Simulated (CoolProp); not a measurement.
Properties of n-butane along the isotherm 155.75 °C (Tc = 152.0 °C, pc = 3796 kPa, ω = 0.201).

The numbers come from the reference Helmholtz-energy equation of state, Bücker 2006 in CoolProp.

```json
[
 {"p (kPa)": "30", "phase": "gas", "Z": "0.9974", "Prandtl number": "0.748", "fugacity coefficient": "0.9974"},
 {"p (kPa)": "45.3", "phase": "gas", "Z": "0.9961", "Prandtl number": "0.748", "fugacity coefficient": "0.9961"},
 {"p (kPa)": "68.3", "phase": "gas", "Z": "0.9941", "Prandtl number": "0.749", "fugacity coefficient": "0.9942"},
 {"p (kPa)": "103", "phase": "gas", "Z": "0.9911", "Prandtl number": "0.750", "fugacity coefficient": "0.9912"},
 {"p (kPa)": "155", "phase": "gas", "Z": "0.9866", "Prandtl number": "0.751", "fugacity coefficient": "0.9867"},
 {"p (kPa)": "234", "phase": "gas", "Z": "0.9796", "Prandtl number": "0.753", "fugacity coefficient": "0.9800"},
 {"p (kPa)": "354", "phase": "gas", "Z": "___", "Prandtl number": "0.756", "fugacity coefficient": "0.9698"},
 {"p (kPa)": "534", "phase": "gas", "Z": "0.9525", "Prandtl number": "___", "fugacity coefficient": "0.9545"},
 {"p (kPa)": "805", "phase": "gas", "Z": "0.9269", "Prandtl number": "0.771", "fugacity coefficient": "0.9315"},
 {"p (kPa)": "1210", "phase": "gas", "Z": "0.8864", "Prandtl number": "___", "fugacity coefficient": "0.8973"},
 {"p (kPa)": "1830", "phase": "gas", "Z": "0.8178", "Prandtl number": "0.831", "fugacity coefficient": "0.8452"},
 {"p (kPa)": "2760", "phase": "gas", "Z": "0.6924", "Prandtl number": "0.967", "fugacity coefficient": "0.7665"},
 {"p (kPa)": "4170", "phase": "supercritical", "Z": "0.2337", "Prandtl number": "5.28", "fugacity coefficient": "0.6342"},
 {"p (kPa)": "6290", "phase": "supercritical", "Z": "0.2685", "Prandtl number": "2.59", "fugacity coefficient": "0.4638"},
 {"p (kPa)": "9490", "phase": "supercritical", "Z": "0.3706", "Prandtl number": "2.56", "fugacity coefficient": "0.3501"}
]
```

Task: What belongs in the gaps?

Result: 
- 354, Z: 0.9689
- 534, Prandtl number: 0.761
- 1210, Prandtl number: 0.789

Viscosity comes from a separate model (Vogel 1999). Thermal conductivity comes from a separate model (Perkins 2002).
